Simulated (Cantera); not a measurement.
A Cantera script and what it prints.

```python
import numpy as np
import cantera as ct

gas_names = """
    H H2 N NH NH2 NH3 N2 N2H2 N2H4 Si SiH SiH2 SiH3 SiH4 SiN Si2 Si2N Si3
""".split()
cond_names = """
    Si(cr) Si(L) Si3N4(a)
""".split()


def load(file, names, dense=False):
    # The tables refer to 1 bar. Condensed volumes are neglected.
    table = {s.name: s for s in ct.Species.list_from_file(file)}
    out = []
    for n in names:
        d = dict(table[n].input_data)
        d["thermo"] = dict(d["thermo"], **{"reference-pressure": 1e5})
        if dense:
            d["equation-of-state"] = {"model": "constant-volume", "density": "1e6 g/cm^3"}
        out.append(ct.Species.from_dict(d))
    return out


gas = ct.Solution(thermo="ideal-gas", species=load("nasa_gas.yaml", gas_names))
cond = {s.name: ct.Solution(thermo="fixed-stoichiometry", species=[s], name=s.name)
        for s in load("nasa_condensed.yaml", cond_names, dense=True)}
atoms = {
    'SiH4': {'Si': 1, 'H': 4},
    'NH3': {'N': 1, 'H': 3},
}
top_T = {'Si3N4(a)': 2400}  # K; cautious upper limits of use, not melting points


def equilibrate(T, P, feed):
    n = {}
    for name, mol in feed.items():
        for a, k in atoms[name].items():
            n[a] = n.get(a, 0.0) + k * mol
    gas.TPX = T, P, n
    mass = sum(n.values()) * gas.mean_molecular_weight
    gas.equilibrate("TP")
    valid = [c for c in cond.values() if c.min_temp <= T <= top_T.get(c.name, c.max_temp)]
    mix = ct.Mixture([(gas, mass / gas.mean_molecular_weight)] + [(c, 0.0) for c in valid])
    mix.T, mix.P = T, P
    mix.equilibrate("TP", solver="vcs", rtol=1e-11, max_steps=5000)
    return mix


results = []
feed = {'SiH4': 1, 'NH3': 0.75}  # mol
T = 948  # K
P = 580  # Pa
mix = equilibrate(T, P, feed)
results.append((T, P, feed, dict(zip(mix.species_names, mix.species_moles))))
print(gas.report(threshold=0.001))
for i in range(1, mix.n_phases):
    print(f"{mix.phase(i).name:16s} {mix.phase_moles(i):12.5e} mol")
```

It prints:

```
       temperature   948 K
          pressure   580 Pa
           density   0.00014835 kg/m^3
  mean mol. weight   2.016 kg/kmol
   phase of matter   gas

                          1 kg             1 kmol
                     ---------------   ---------------
          enthalpy        9.4837e+06        1.9119e+07  J
   internal energy        5.5739e+06        1.1237e+07  J
           entropy         1.029e+05        2.0744e+05  J/K
    Gibbs function       -8.8065e+07       -1.7754e+08  J
 heat capacity c_p             14933             30104  J/K
 heat capacity c_v             10808             21790  J/K

                      mass frac. Y      mole frac. X     chem. pot. / RT
                     ---------------   ---------------   ---------------
                H2                 1                 1           -22.524
     [  +17 minor]        4.0377e-08        9.2703e-09

Si(cr)            4.37500e-01 mol
Si3N4(a)          1.87500e-01 mol
```

Cantera equilibrium calculation (NASA polynomials, part measured and part estimated; ideal gas, pure solids and liquids).
